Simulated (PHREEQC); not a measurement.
A made-up water analysis in mg/L, 25 °C, pH 2.89, pe 8.1: Na 100; K 5.53; Ca 10.8; Mg 6.9; Cl 44.9; S(6) as SO4 337; Pb 16.9.

Na is adjusted to close the charge balance.
Valence states are taken as typed.

Model: ion-association model, phreeqc.dat, run in PHREEQC.

This is a speciation only: nothing precipitates in the calculation.

Task: Order these Ca species by the share of Ca that they hold, largest first: Ca+2, CaHSO4+, CaSO4.

Result: Ca+2 (81 %), CaSO4 (19 %), CaHSO4+ (0.18 %)

The pH is 2.89 and the ionic strength 0.0112 mol/kgw. The solution is supersaturated, for example in Anglesite, so a real one may precipitate; this is no full list. Complexes and solids missing from the database can't appear.
